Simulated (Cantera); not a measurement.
Charge: 1 mol B, 0.74 mol NH3, 37 mol H2, equilibrated at 89000 Pa.

Cantera equilibrium calculation (NASA polynomials, part measured and part estimated; ideal gas, pure solids and liquids). Candidate condensed phases: B, BN; 15 gas species. Mutual solubility and eutectic melting of coexisting phases are not modelled. The tables' values for BH2 are old estimates; treat these amounts as uncertain. Gases not in the tables: B2H6 and higher boranes. Kinetics and transport are ignored.

log p: log10 of the partial pressure in bar; n: condensed amount in mol.

| T (K) | log p H2 | log p H | log p N2 | log p BH2 | n B(s) | n BN(s) |
|---|---|---|---|---|---|---|
| 1648 | -0.05 | (withheld) | -6.70 | -4.45 | 0.258 | 0.740 |
| 1698 | -0.05 | (withheld) | -6.24 | -4.27 | 0.257 | 0.740 |
| 1748 | -0.05 | (withheld) | -5.80 | -4.10 | 0.256 | 0.740 |
| 1798 | -0.05 | (withheld) | -5.39 | -3.94 | 0.255 | 0.740 |
| 1848 | -0.05 | (withheld) | -5.00 | -3.79 | 0.253 | 0.739 |
| 1898 | -0.05 | (withheld) | -4.63 | -3.65 | 0.251 | 0.738 |
| 1948 | -0.05 | (withheld) | -4.28 | -3.51 | 0.250 | 0.735 |
| 1998 | -0.05 | (withheld) | -3.94 | -3.39 | 0.251 | 0.730 |
| 2048 | -0.05 | (withheld) | -3.63 | -3.26 | 0.256 | 0.720 |
| 2098 | -0.05 | (withheld) | -3.32 | -3.15 | 0.269 | 0.699 |
| 2148 | -0.05 | (withheld) | -3.04 | -3.04 | 0.298 | 0.661 |

Q: Fill in the missing entries.

A: 
- 1648, log p H: -4.08
- 1698, log p H: -3.87
- 1748, log p H: -3.67
- 1798, log p H: -3.48
- 1848, log p H: -3.30
- 1898, log p H: -3.13
- 1948, log p H: -2.97
- 1998, log p H: -2.82
- 2048, log p H: -2.68
- 2098, log p H: -2.54
- 2148, log p H: -2.41
